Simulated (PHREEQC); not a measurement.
Solution (20 °C): 0.15 mol/kgw HF, 0.11 mol/kgw NH4HF2 and 0.004 mol/kgw (NH4)2SiF6. Closed to the air; pH follows from the charge balance.

Equilibrium calculation in PHREEQC: ion-association model, wateq4f.dat.

```json
[
 {"quantity": "pH", "before": "2.79", "after": "2.79"},
 {"quantity": "HF (mol/kgw)", "before": "0.124", "after": "0.0774"},
 {"quantity": "F- (mol/kgw)", "before": "0.0762", "after": "0.0442"},
 {"quantity": "H2F2 (mol/kgw)", "before": "0.0492", "after": "0.0189"},
 {"quantity": "HF2- (mol/kgw)", "before": "0.0358", "after": "0.0128"}
]
```

Q: What was changed between the two runs?
(A) diluted 2-fold with water
(B) temperature from 20 to 10 °C
(C) temperature from 20 to 15 °C
(D) 0.22 mol/kgw TMAH added
(E) HF left out

A: A, diluted 2-fold with water

Precipitation was switched off in this run. wateq4f.dat counts part of the HF as a dimer, H2F2, which phreeqc.dat doesn't know; its constant is uncertain. SiF6-2 is the database's only silicon fluoride.
